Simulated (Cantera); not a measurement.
Feed: 1 mol SiH2Cl2, a varied amount of O2, held at 1525 K and 29000 Pa.

Equilibrium computed with Cantera from the NASA thermochemical tables; the gas is ideal and each condensed phase is pure. Candidate condensed phases: H2O, Si, SiO2; 30 gas species. The tables hold silica as quartz up to 1696 K and as liquid above; real silica turns to tridymite and cristobalite and melts near 1996 K. Kinetics and transport are ignored.

Problem. At 20 mol O2, list the 7 most abundant gas species with their mole fractions, and the condensed phases.

Solution. O2 0.899, HCl 0.0718, H2O 0.0117, Cl 0.0103, Cl2 0.00650, ClO 0.000126, OH 6.50e-5. Condensed: SiO2(β-quartz).
